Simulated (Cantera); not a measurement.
An isothermal, constant-pressure homogeneous reactor starts with C₂H₆ : N₂ = 1 : 87 (molar parts), at 1800 K and 10.00 Torr. Integrator tolerance rtol = 1e-08.

Detailed kinetics in Cantera: GRI-Mech 3.0 (53 species, 325 reactions). GRI-Mech 3.0 stops at C3 and has no aromatics, soot or wall deposition, so with more carbon than oxygen in the feed, carbon stays in small species such as C2H2 where larger ones or solid carbon would form. Radical loss at walls, strong at low pressure, is not modelled.

### Question
What does this change do: C2H6 1 to 0.23 parts?

### Answer
| quantity | before | after |
|---|---|---|
| x(C₂H₆) at 100 s | <1e-12 (gas-phase equilibrium <1e-12) | <1e-12 (gas-phase equilibrium <1e-12) |
| x(HCN) at 100 s | 0.000152 (gas-phase equilibrium 0.0200) | 0.000146 (gas-phase equilibrium 0.00510) |
| x(CH₃) at 100 s | 1.98e-8 (gas-phase equilibrium 3.54e-8) | 2.23e-9 (gas-phase equilibrium 2.07e-9) |
| x(H₂) at 100 s | 0.0220 (gas-phase equilibrium 0.0220) | 0.00514 (gas-phase equilibrium 0.00513) |
| x(CH₄) at 100 s | 4.67e-8 (gas-phase equilibrium 8.33e-8) | 2.59e-9 (gas-phase equilibrium 2.36e-9) |
| x(C₂H₄) at 100 s | 7.51e-8 (gas-phase equilibrium 7.51e-9) | 4.05e-9 (gas-phase equilibrium 1.10e-10) |
